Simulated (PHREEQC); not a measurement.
Make-up at 25 °C: 0.0022 mol HNO3, 3.7e-06 mol H4SiO4 and 0.0075 mol CuSO4 per kg of water. Closed to the air; pH follows from the charge balance.

All values are PHREEQC results (ion-association model, phreeqc.dat), not measurements.

```csv
quantity,before,after
pH,2.82,2.65
ionic strength (mol/kgw),0.0237,0.0245
SI of Quartz (SiO2),-1.45,-1.45
```

Question: Name the change that produced these shifts.
(A) H4SiO4 from 3.7e-06 to 7.4e-06 mol/kgw
(B) 0.001 mol/kgw HCl added
(C) CuSO4 from 0.0075 to 0.00825 mol/kgw
(D) HNO3 from 0.0022 to 0.00044 mol/kgw
(E) CuSO4 left out

Answer: B, 0.001 mol/kgw HCl added

No solid was allowed to form.
